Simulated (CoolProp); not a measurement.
The numbers come from the reference Helmholtz-energy equation of state, Lemmon 2013 in CoolProp.

**Question.** For propylene, give the phase and the cp (kJ/(kg K)), cv (kJ/(kg K)), Joule-Thomson coefficient (K/MPa), viscosity (µPa s) at 180.2 K and 7.35 MPa; 244.4 K and 7.35 MPa; 257.2 K and 7.35 MPa.

**Answer.** 
- 180.2 K and 7.35 MPa: liquid; cp 2.06, cv 1.34, Joule-Thomson coefficient -0.511, viscosity 373
- 244.4 K and 7.35 MPa: liquid; cp 2.22, cv 1.41, Joule-Thomson coefficient -0.381, viscosity 171
- 257.2 K and 7.35 MPa: liquid; cp 2.28, cv 1.44, Joule-Thomson coefficient -0.336, viscosity 151

Viscosity comes from a separate model (Huber 2003), an estimate that may be off by 10 % or more.
